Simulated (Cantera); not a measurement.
A perfectly stirred reactor is fed with CH4 : H2O = 1 : 1.7 (molar parts), at 0.132 atm; it is held at 1625 K, and followed from long to short residence time.

Detailed kinetics in Cantera: GRI-Mech 3.0 (53 species, 325 reactions).

x: mole fraction; the columns are a selection and need not sum to one.

| τ (s) | x CH4 | x H2O | x O2 | x CH2O | x HO2 | x C2H2 |
|---|---|---|---|---|---|---|
| 1.9 | 0.0564 | 0.365 | 1.26e-10 | 1.25e-6 | <1e-12 | 0.0678 |
| 0.88 | 0.0780 | 0.420 | 1.69e-10 | 2.13e-6 | <1e-12 | 0.0772 |
| 0.41 | ___ | 0.468 | 2.26e-10 | ___ | <1e-12 | 0.0787 |
| 0.20 | ___ | 0.507 | 3.01e-10 | ___ | <1e-12 | ___ |
| 0.092 | 0.194 | 0.541 | 4.15e-10 | 8.58e-6 | <1e-12 | 0.0578 |
| 0.044 | 0.242 | 0.569 | 5.36e-10 | 1.26e-5 | <1e-12 | 0.0407 |
| 0.021 | 0.286 | 0.593 | 5.90e-10 | 1.71e-5 | <1e-12 | 0.0240 |
| 0.0097 | 0.323 | 0.611 | 4.73e-10 | 2.08e-5 | <1e-12 | 0.0103 |
| 0.0046 | 0.349 | 0.622 | 2.38e-10 | 1.98e-5 | <1e-12 | 0.00291 |

### Question
Complete the blanks.

### Answer

- 0.41, x CH4: 0.108
- 0.41, x CH2O: 3.52e-6
- 0.20, x CH4: 0.145
- 0.20, x CH2O: 5.49e-6
- 0.20, x C2H2: 0.0721
